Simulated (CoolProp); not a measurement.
Nitrogen along the isobar 12.8 MPa: Z from the reference equation and from simpler models built on Tc = -147.0 °C, pc = 3.396 MPa, ω = 0.037; each cubic takes its own stable root.

Model: reference Helmholtz-energy equation of state, Span 2000, in CoolProp.

```
T (°C)           phase  reference
-------  -------------  ---------
-191.75         liquid     0.6469
-183.25         liquid     0.6108
-174.65         liquid     0.5838
-166.15         liquid     0.5653
-157.55         liquid     0.5541
-149.05         liquid     0.5508
-140.45  supercritical     0.5560
-131.95  supercritical     0.5711
-123.35  supercritical     0.5979
-114.85  supercritical     0.6353
-106.25  supercritical     0.6806
-97.75   supercritical     0.7271
-89.15   supercritical     0.7713
-80.65   supercritical     0.8102
```

How far does each simpler model (van der Waals, Redlich-Kwong, Soave-Redlich-Kwong) lie from the reference over these 14 states: mean and median of the absolute difference, and the worst?


- van der Waals: mean 21.8 %, median 24.6 %, worst +40.3 % at -191.75 °C and 12.8 MPa
- Redlich-Kwong: mean 1.9 %, median 1.6 %, worst +4.1 % at -123.35 °C and 12.8 MPa
- Soave-Redlich-Kwong: mean 3.1 %, median 3.6 %, worst +5.7 % at -114.85 °C and 12.8 MPa
